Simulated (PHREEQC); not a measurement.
## Nickel, zinc or cadmium bath with mixed reagents

Solution A (0.0056 mol NiCl2 and 0.012 mol H2SO4 per kg of water) is mixed with solution B (0.048 mol/kgw ZnSO4 and 0.00011 mol/kgw Mn(NO3)2) at 20 °C; shares are by mass of water, 1 kg in all. The system is closed to oxygen. The system is closed to CO2. Solids allowed: Pyrochroite, Zincite(c), Zn4(OH)6SO4, Zn5(OH)8Cl2, Ni(OH)2, Ni4(OH)6SO4, Goslarite, Morenosite. Others were left out.

The series has 11 steps of share of solution B, from 0 to 1.

Equilibrium calculation in PHREEQC: ion-association model, wateq4f.dat.

Question: Between which two steps does the pH jump most, and from what to what?

Answer: Between share of solution B = 0.9 and 1: from 2.94 to 5.67.

Species that the database lacks are ignored.
